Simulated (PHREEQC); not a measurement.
Dissolve 0.21 mol/kgw CuSO4, 0.01 mol/kgw KCl and 0.02 mol/kgw Ca(OH)2 at 25 °C. Closed to the air; pH follows from the charge balance.

All values are PHREEQC results (ion-association model, wateq4f.dat), not measurements.

No solid was allowed to form.

Q: Order these Cu species by the share of Cu that they hold, largest first: Cu2(OH)2+2, CuCl+, CuSO4, Cu+2.

A: CuSO4 (43 %), Cu+2 (38 %), Cu2(OH)2+2 (19 %), CuCl+ (0.25 %)

The pH is 5.74 and the ionic strength 0.447 mol/kgw. The solution is supersaturated, for example in Brochantite, Antlerite, so a real one may precipitate; this is no full list. Complexes and solids missing from the database can't appear.
